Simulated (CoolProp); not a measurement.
Vapour-liquid equilibrium of R125 (1) + R245fa (2) at 1.45 bar; x and y are mole fractions of (1).

Model: multi-fluid Helmholtz-energy mixture model, Lemmon 2005 and Akasaka 2015; pair parameters Bell 2016, in CoolProp.

Task: Give the bubble temperature and the first vapour's composition at x = 0.05, 0.75, 0.95. Is there an azeotrope?

Result: x = 0.05: 286.9 K, y = 0.356; x = 0.75: 238.8 K, y = 0.981; x = 0.95: 233.8 K, y = 0.997. No azeotrope shows between x = 0.05 and 0.95.

Pair parameters are fitted to limited data, so mixtures are less certain than the pure fluids.
